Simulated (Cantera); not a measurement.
Feed: 1 mol Si, 2.1 mol HCl, 2.1 mol H2, 2.7 mol Cl2, held at 1198.15 K and 13300 Pa.

Equilibrium computed with Cantera from the NASA thermochemical tables; the gas is ideal and each condensed phase is pure. Candidate condensed phases: Si; 19 gas species. The tables' values for SiCl3 are old estimates; treat these amounts as uncertain. Equilibrium is a limit: real reactors are often held back by kinetics, nucleation or transport.

Base state: HCl 0.596, H2 0.234, SiCl4 0.166, SiHCl3 0.00176, SiCl3 0.00144, SiCl2 0.000111 (mole fractions); condensed: gas only.

### Question
What changes in the equilibrium state with this change: Cl2 from 2.7 to 1 mol?

### Answer
```csv
species,before,after
H2,0.234,0.670
SiCl4,0.166,0.173
HCl,0.596,0.0972
SiHCl3,0.00176,0.0320
SiCl2,0.000111,0.0124
SiCl3,0.00144,0.0155
SiH2Cl2,2.43e-6,0.000777
```
